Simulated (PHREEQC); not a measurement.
A made-up water analysis in mg/L, 25 °C, pH 3.74, pe 10.6: Na 1370; K 96.9; Ca 107; Mg 4.04; Cl 489; S(6) as SO4 2640; Cu(2) 4.73; Si as SiO2 62.3; Zn 68; Al 1.04; Li 3.15.

Cl is adjusted to close the charge balance.
Valence states are taken as typed.

Computed with PHREEQC (ion-association model, phreeqc.dat).

```
Item                          Result
--------------------  --------------
ionic strength        0.0904 mol/kgw
specific conductance      6510 µS/cm
density                  1.001 g/cm³
total alkalinity       -0.420 meq/kg
```

```tsv
species	molality	activity	log γ
Na+	0.0573	0.0454	-0.102
SO4-2	0.0230	0.00885	-0.414
Cl-	0.0161	0.0124	-0.111
NaSO4-	0.00253	0.00201	-0.100
K+	0.00235	0.00181	-0.113
Ca+2	0.00166	0.000666	-0.396
H4SiO4	0.00104	0.00106	0.009
CaSO4	0.00103	0.00105	0.009
```

No solid was allowed to form. Saturation is exceeded, for instance for Quartz (slow to form), Chalcedony (slow to form); the values hold only as long as no solid forms.
